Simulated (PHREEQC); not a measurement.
A made-up water analysis in mg/kgw, 40 °C, pH 6.58: Na 10800; K 4410; Ca 93.9; Mg 494; Cl 21100; S(6) as SO4 1260; Alkalinity as HCO3 4.49e-05.

Valence states are taken as typed.

Equilibrium calculation in PHREEQC: Pitzer model, pitzer.dat.

Question: The ionic strength comes out as 0.660 mol/kgw. What activity coefficients do K+, Cl-, Ca+2, Na+, Mg+2 get?

Answer: K+ 0.65, Cl- 0.63, Ca+2 0.22, Na+ 0.70, Mg+2 0.24. Single-ion values are on the MacInnes scale.

No solid was allowed to form. Complexes and solids missing from the database can't appear. Constants without temperature data keep their 25 °C values here.
